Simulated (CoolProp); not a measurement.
R124 at 298.15 K and 0.311 MPa is compressed adiabatically to 1.92 MPa with isentropic efficiency 0.7. Each further row changes one setting.

Values from CoolProp's reference Helmholtz-energy equation of state, de Vries 1995.

```
case             work (kJ/kg)  final temperature (K)  final density (kg/m³)
---------------  ------------  ---------------------  ---------------------
as stated                42.4                    [?]                    116
efficiency 1             29.7                    [?]                    [?]
efficiency 0.65          45.7                  378.0                    114
```

Question: Some entries are withheld; supply them.

Answer: 
- as stated, final temperature (K): 375.0
- efficiency 1, final temperature (K): 364.2
- efficiency 1, final density (kg/m³): 129
